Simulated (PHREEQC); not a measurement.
Make-up at 25 °C: 0.023 mol H2SO4 and 0.028 mol Al(NO3)3 per kg of water. Closed to the air; pH follows from the charge balance.

All values are PHREEQC results (ion-association model, phreeqc.dat), not measurements.

```tsv
quantity	before	after
pH	1.49	1.76
ionic strength (mol/kgw)	0.147	0.151
```

**Question.** Which change was made?
A. H2SO4 left out
B. Al(NO3)3 left out
C. H2SO4 from 0.023 to 0.0115 mol/kgw
D. Al(NO3)3 from 0.028 to 0.042 mol/kgw

**Answer.** C, H2SO4 from 0.023 to 0.0115 mol/kgw

This is a speciation only: nothing precipitates in the calculation.
